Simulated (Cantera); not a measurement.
Feed: 1 mol AlN, 0.76 mol H2O, 17 mol N2, at 800 K and 16000 Pa.

Method: chemical equilibrium by Gibbs-energy minimisation in Cantera with the NASA 1993 tables (ideal gas, pure condensed phases). Candidate condensed phases: Al, AlN, Al2O3, H2O; 35 gas species. Equilibrium is a limit: real reactors are often held back by kinetics, nucleation or transport.

Base state: N2 0.958, H2 0.0422 (mole fractions); condensed: AlN(s) + Al2O3(s).

**Question.** What changes in the equilibrium state with this change: H2O from 0.76 to 4 mol?

**Answer.** 
```
species        before   after
-------------  ------  ------
N2              0.958   0.814
H2O             <1e-9   0.116
H2             0.0422  0.0698
AlN(s), mol     0.493       0
Al2O3(s), mol   0.253   0.500
```
